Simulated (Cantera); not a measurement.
Input: 1 mol TiO₂, 2 mol HCl, 0.015 mol Cl₂, at 10.0 mbar.

Cantera equilibrium calculation (NASA polynomials, part measured and part estimated; ideal gas, pure solids and liquids). Candidate condensed phases: H₂O, Ti, TiCl₂, TiCl₃, TiCl₄, TiO, TiO₂, Ti₂O₃, Ti₃O₅, Ti₄O₇; 23 gas species. Condensed phases not in the tables: TiOCl. Rates play no part. All values below are at 902 °C.

Base state: HCl 0.989, Cl₂ 0.00603, Cl 0.00281, H₂O 0.00150, TiCl₄ 0.000752 (mole fractions); condensed: TiO₂(rutile).

What changes in the equilibrium state with this change: Cl₂ from 0.015 to 0.26 mol?


```json
[
 {"species": "HCl", "before": "0.989", "after": "0.878"},
 {"species": "Cl₂", "before": "0.00603", "after": "0.108"},
 {"species": "Cl", "before": "0.00281", "after": "0.0119"},
 {"species": "TiCl₄", "before": "0.000752", "after": "0.000778"},
 {"species": "O₂", "before": "6.27e-7", "after": "0.000195"},
 {"species": "H₂O", "before": "0.00150", "after": "0.00117"},
 {"species": "TiO₂(rutile), mol", "before": "0.998", "after": "0.998"}
]
```
